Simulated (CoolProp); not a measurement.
Vapour pressure (bar) of R134a: the reference equation beside estimates from Tc = 101.1 °C, pc = 40.59 bar, ω = 0.327.

Computed with CoolProp (reference Helmholtz-energy equation of state, Tillner-Roth 1994).

```tsv
T (°C)	reference	van der Waals	Soave-Redlich-Kwong	Peng-Robinson
-38.35	0.5580	4.544	0.5513	0.5603
-33.95	0.6968	5.034	0.6898	0.6985
-29.65	0.8579	5.546	0.8509	0.8586
-25.35	1.047	6.092	1.041	1.047
-21.05	1.268	6.673	1.262	1.266
-16.75	1.524	7.289	1.520	1.521
-12.35	1.827	7.957	1.824	1.822
-8.05	2.165	8.647	2.166	2.158
-3.75	2.551	9.375	2.556	2.542
0.55	2.987	10.14	2.997	2.976
```

Absolute difference from the reference over all 10 rows, mean and median: van der Waals 431.2 and 402.3 %, Soave-Redlich-Kwong 0.5 and 0.4 %, Peng-Robinson 0.2 and 0.3 %.
